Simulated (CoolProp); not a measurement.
Values from CoolProp's reference Helmholtz-energy equation of state, Lemmon 2004. It is a short technical equation, of lower accuracy than the large ones.

**Question.** For n-dodecane, give the phase and the speed of sound (m/s), conductivity (mW/(m K)) at 605.6 K and 0.585 MPa.

**Answer.** 
- 605.6 K and 0.585 MPa: gas; speed of sound 138, conductivity 39.9

Thermal conductivity comes from a separate model (Huber 2004).
